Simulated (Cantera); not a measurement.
A closed system holds: 1 mol SiCl₄, 0.15 mol Cl₂, 310 mol H₂, at 1350 K and 1000 Pa.

These are equilibrium values from Cantera (NASA tables, ideal gas, pure condensed phases), not measurements of a reactor. Candidate condensed phases: Si; 19 gas species. The numbers say what is thermodynamically allowed, not how fast it happens.

Base state: H₂ 0.987, HCl 0.0128, SiCl₂ 0.000468, H 2.37e-5 (mole fractions); condensed: Si(s).

Problem. What changes in the equilibrium state with this change: temperature from 1350 K to 1748 K?

Solution. 
```json
[
 {"species": "H₂", "before": "0.987", "after": "0.984"},
 {"species": "HCl", "before": "0.0128", "after": "0.0126"},
 {"species": "H", "before": "2.37e-5", "after": "0.00227"},
 {"species": "SiCl₂", "before": "0.000468", "after": "0.000540"},
 {"species": "Si", "before": "1.99e-8", "after": "0.000146"},
 {"species": "SiH", "before": "1.26e-8", "after": "1.92e-5"},
 {"species": "SiCl", "before": "7.76e-8", "after": "2.20e-5"},
 {"species": "SiH₂", "before": "1.72e-7", "after": "2.02e-5"},
 {"species": "Si(s), mol", "before": "0.852", "after": "0"},
 {"species": "Si(l), mol", "before": "0", "after": "0.766"}
]
```
The tables' values for SiCl are old estimates; treat these amounts as uncertain. Gases not in the tables: Si₂H₆ and higher silanes.

Problem. What changes in the equilibrium state with this change: H₂ from 310 to 79 mol?

Solution. 
```csv
species,before,after
H₂,0.987,0.953
HCl,0.0128,0.0419
SiCl₂,0.000468,0.00519
SiCl₄,2.08e-7,2.55e-5
SiCl₃,4.42e-6,0.000163
SiHCl₃,9.18e-7,3.32e-5
H,2.37e-5,2.33e-5
"Si(s), mol",0.852,0.561
```
The tables' values for SiCl₃ are old estimates; treat these amounts as uncertain.

Problem. What changes in the equilibrium state with this change: H₂ from 310 to 52 mol?

Solution. 
| species | before | after |
|---|---|---|
| H₂ | 0.987 | 0.932 |
| HCl | 0.0128 | 0.0575 |
| SiCl₂ | 0.000468 | 0.00998 |
| SiCl₄ | 2.08e-7 | 9.45e-5 |
| SiCl₃ | 4.42e-6 | 0.000435 |
| SiHCl₃ | 9.18e-7 | 8.77e-5 |
| Si(s), mol | 0.852 | 0.426 |
The tables' values for SiCl₃ are old estimates; treat these amounts as uncertain.
